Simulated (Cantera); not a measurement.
Cantera run, input and output.

```python
import numpy as np
import cantera as ct

surf = ct.Interface("ptcombust.yaml", "Pt_surf")
gas = surf.adjacent["gas"]
gas.TPX = 300, 35000, {'CH4': 0.014, 'O2': 0.14, 'N2': 0.79}
jet = ct.ImpingingJet(gas=gas, width=0.058, surface=surf)
jet.inlet.mdot, jet.inlet.T, jet.inlet.X = 0.039, 300, {'CH4': 0.014, 'O2': 0.14, 'N2': 0.79}
jet.set_refine_criteria(ratio=10, slope=0.2, curve=0.3)
show, cover = ['CH4', 'O2', 'H2O', 'OH', 'CO', 'CO2'], ["PT(S)", "H(S)", "O(S)", "OH(S)", "CO(S)", "C(S)"]

rows = []
print(f"{'Ts/K':>7s}" + "".join(f"{s:>11s}" for s in show + cover) + "   (gas at the wall, coverages)")
for i, Ts in enumerate([950, 1000, 1050, 1100, 1150]):
    jet.surface.T = Ts
    if i == 0:
        surf.TP = Ts, 35000
        surf.coverages = "PT(S):0.5, O(S):0.5"
        surf.advance_coverages(1.0)
        jet.set_initial_guess(products="inlet")
    jet.solve(loglevel=0, auto=(i == 0))
    rows.append([*(jet.X[gas.species_index(s), -1] for s in show), *surf[cover].coverages])
    print(f"{Ts:7g}" + "".join(f"{x:11.3e}" for x in rows[-1]))
```

Output:

```
   Ts/K        CH4         O2        H2O         OH         CO        CO2      PT(S)       H(S)       O(S)      OH(S)      CO(S)       C(S)   (gas at the wall, coverages)
    950  4.810e-03  1.270e-01  1.863e-02  4.959e-08  2.035e-06  1.220e-02  1.839e-01  1.526e-07  8.144e-01  1.693e-03  3.277e-06  1.568e-08
   1000  3.089e-03  1.234e-01  2.176e-02  1.310e-07  1.742e-06  1.427e-02  2.419e-01  3.349e-07  7.564e-01  1.683e-03  2.136e-06  1.335e-08
   1050  1.922e-03  1.212e-01  2.367e-02  3.320e-07  2.277e-06  1.542e-02  3.021e-01  6.431e-07  6.963e-01  1.592e-03  1.382e-06  1.024e-08
   1100  1.210e-03  1.197e-01  2.496e-02  7.139e-07  2.823e-06  1.624e-02  3.629e-01  1.128e-06  6.356e-01  1.469e-03  9.251e-07  7.585e-09
   1150  7.215e-04  1.187e-01  2.592e-02  1.410e-06  3.454e-06  1.681e-02  4.230e-01  1.848e-06  5.757e-01  1.336e-03  6.383e-07  5.156e-09
```

Cantera simulation using Deutschmann's 1995 Pt surface mechanism with GRI-Mech 3.0 gas chemistry; the numbers are that mechanism's predictions, not measurements. Catalytic surfaces can have several steady states; this one follows from the mechanism file's or the stated starting coverage.
